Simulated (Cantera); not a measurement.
Charge: 1 mol B₂H₆, 0.63 mol O₂, 55 mol H₂, equilibrated at 1423 K and 12.0 Pa.

These are equilibrium values from Cantera (NASA tables, ideal gas, pure condensed phases), not measurements of a reactor. Candidate condensed phases: B, B₂O₃, B₃O₃H₃, H₂O; 23 gas species. The feed counts by its element totals alone. The numbers say what is thermodynamically allowed, not how fast it happens.

Base state: H₂ 0.981, HBO 0.0161, B₂O₂ 0.00244, H 0.000600, BO 0.000288, B₂O₃ 5.89e-5, HBO₂ 4.02e-5 (mole fractions); condensed: B(s).

### Question
What changes in the equilibrium state with this change: O₂ from 0.63 to 0.05 mol?

### Answer
```csv
species,before,after
H₂,0.981,0.998
HBO,0.0161,0.00164
H,0.000600,0.000606
B₂O₂,0.00244,2.51e-5
B₂O₃,5.89e-5,6.13e-8
HBO₂,4.02e-5,4.16e-7
BO,0.000288,2.92e-5
"B(s), mol",0.746,1.90
```
